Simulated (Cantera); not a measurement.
A counterflow diffusion flame at 1280 Torr, nozzles 20 mm apart: fuel side 41.0 % CH4, 1.68 % C2H6, 57.4 % N2 at 450 K, oxidiser side 24.0 % O2, 76.0 % N2 at 650 K, fuel mass flux 1.2 times the oxidiser's; mixture-averaged transport, no radiation.

Computed with Cantera and GRI-Mech 3.0 (53 species, 325 reactions). GRI-Mech 3.0 has no aromatics or soot, which form on the fuel side of real flames. The maximum strain rate includes the flame's own expansion and is several times the mean.

x: mole fraction; the columns are a selection and need not sum to one.

```json
[
 {"oxidiser flux (kg/m²/s)": "0.42", "max strain (1/s)": "203", "mean strain (1/s)": "47.0", "T max (K)": "2207", "peak x OH": "0.00806", "peak x H": "0.00295", "peak x NO": "0.000375", "peak x CO": "0.0519", "peak x C2H2": "0.0110"},
 {"oxidiser flux (kg/m²/s)": "0.62", "max strain (1/s)": "(withheld)", "mean strain (1/s)": "69.4", "T max (K)": "2186", "peak x OH": "0.00817", "peak x H": "0.00314", "peak x NO": "(withheld)", "peak x CO": "0.0510", "peak x C2H2": "0.0102"},
 {"oxidiser flux (kg/m²/s)": "0.9", "max strain (1/s)": "(withheld)", "mean strain (1/s)": "101", "T max (K)": "2169", "peak x OH": "0.00828", "peak x H": "0.00333", "peak x NO": "(withheld)", "peak x CO": "0.0503", "peak x C2H2": "0.00953"},
 {"oxidiser flux (kg/m²/s)": "1.3", "max strain (1/s)": "581", "mean strain (1/s)": "146", "T max (K)": "2152", "peak x OH": "0.00834", "peak x H": "0.00352", "peak x NO": "0.000281", "peak x CO": "0.0499", "peak x C2H2": "0.00887"},
 {"oxidiser flux (kg/m²/s)": "1.9", "max strain (1/s)": "832", "mean strain (1/s)": "213", "T max (K)": "2133", "peak x OH": "0.00833", "peak x H": "0.00370", "peak x NO": "0.000243", "peak x CO": "0.0495", "peak x C2H2": "0.00818"},
 {"oxidiser flux (kg/m²/s)": "2.7", "max strain (1/s)": "1160", "mean strain (1/s)": "302", "T max (K)": "2114", "peak x OH": "0.00826", "peak x H": "0.00385", "peak x NO": "0.000205", "peak x CO": "0.0493", "peak x C2H2": "0.00751"},
 {"oxidiser flux (kg/m²/s)": "4", "max strain (1/s)": "1680", "mean strain (1/s)": "448", "T max (K)": "2087", "peak x OH": "0.00802", "peak x H": "0.00395", "peak x NO": "0.000160", "peak x CO": "0.0492", "peak x C2H2": "0.00665"}
]
```

### Question
Fill in the missing entries.

### Answer

- 0.62, max strain (1/s): 291
- 0.62, peak x NO: 0.000343
- 0.9, max strain (1/s): 412
- 0.9, peak x NO: 0.000313
